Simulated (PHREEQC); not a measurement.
# Alkaline etch or developer (model solution)

Consider water at 25 °C with 7 mmol/kgw KOH and 0.37 mmol/kgw CO2. Closed to the air; pH follows from the charge balance.

Computed with PHREEQC (ion-association model, phreeqc.dat).

No solid was allowed to form.

### Question
Predict the pH, ionic strength.

### Answer
pH 11.75; ionic strength 0.00736 mol/kgw.

### Question
In which forms is C present?

### Answer
CO3-2 97 %, HCO3- 2.8 % of the C.

Complexes and solids missing from the database can't appear.
